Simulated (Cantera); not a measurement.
**Equilibrium for silicon epitaxy and polysilicon growth: SiCl₄ + Cl₂ + N₂**

A closed system holds: 1 mol SiCl₄, 0.029 mol Cl₂, 27 mol N₂, held at 100 Torr.

Equilibrium computed with Cantera from the NASA thermochemical tables; the gas is ideal and each condensed phase is pure. Candidate condensed phases: Si, Si₃N₄; 13 gas species. The tables' values for SiCl₃ are old estimates; treat these amounts as uncertain. Rates play no part.

| T (K) | log p N₂ | log p SiCl₄ | log p Cl | log p SiCl₃ | log p Cl₂ |
|---|---|---|---|---|---|
| 923 | -0.89 | -2.32 | -5.88 | -10.74 | -3.86 |
| 1023 | -0.89 | -2.32 | -5.20 | -9.25 | -3.87 |
| 1123 | -0.89 | -2.32 | -4.65 | -8.01 | -3.90 |
| 1223 | -0.89 | -2.32 | -4.21 | -6.96 | -3.97 |
| 1323 | -0.89 | -2.32 | -3.89 | -6.01 | -4.13 |
| 1423 | -0.89 | -2.32 | -3.68 | -5.13 | -4.42 |
| 1523 | -0.89 | -2.33 | -3.54 | -4.33 | -4.74 |
| 1623 | -0.89 | -2.34 | -3.33 | -3.73 | -4.85 |
| 1723 | -0.89 | -2.38 | -3.04 | -3.32 | -4.75 |
log p: log10 of the partial pressure in bar; nothing condenses.

From 923 K to 1723 K nothing is condensed. The main Si-bearing gas is SiCl₄ throughout.
